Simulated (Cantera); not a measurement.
A perfectly stirred reactor is fed with CH4 : O2 : N2 = 1 : 1.33 : 5.01 (molar parts), at 500000 Pa; it is adiabatic with a 350 K inlet, and is followed from long to short residence time, starting on the burning branch (τ in s: 0.033, 0.015, 0.0066, 0.0029, 0.0013, 0.00058, 0.00026, 0.00011, 5.1e-05, 2.3e-05, 1e-05).

Cantera simulation using GRI-Mech 3.0 (53 species, 325 reactions); the numbers are that mechanism's predictions, not measurements.

Problem. Predict: blow-out, bracketed by the residence times tried; x(CH4) at τ = 33.0 ms; x(O2) at τ = 33.0 ms; x(HCN) at τ = 33.0 ms; x(CH2O) at τ = 33.0 ms; x(N2O) at τ = 33.0 ms; x(CH4) at τ = 0.580 ms; x(O2) at τ = 0.580 ms; x(HCN) at τ = 0.580 ms; x(CH2O) at τ = 0.580 ms; x(N2O) at τ = 0.580 ms.

Solution. 
```
Item                                                                            Result
------------------------------------------------  ------------------------------------
blow-out, bracketed by the residence times tried  burning at 0.580 ms, out at 0.260 ms
x(CH4) at τ = 33.0 ms                                                          0.00360
x(O2) at τ = 33.0 ms                                                          0.000402
x(HCN) at τ = 33.0 ms                                                          2.72e-5
x(CH2O) at τ = 33.0 ms                                                         6.50e-6
x(N2O) at τ = 33.0 ms                                                          2.27e-9
x(CH4) at τ = 0.580 ms                                                          0.0144
x(O2) at τ = 0.580 ms                                                           0.0156
x(HCN) at τ = 0.580 ms                                                         4.19e-6
x(CH2O) at τ = 0.580 ms                                                       0.000158
x(N2O) at τ = 0.580 ms                                                         3.96e-8
```
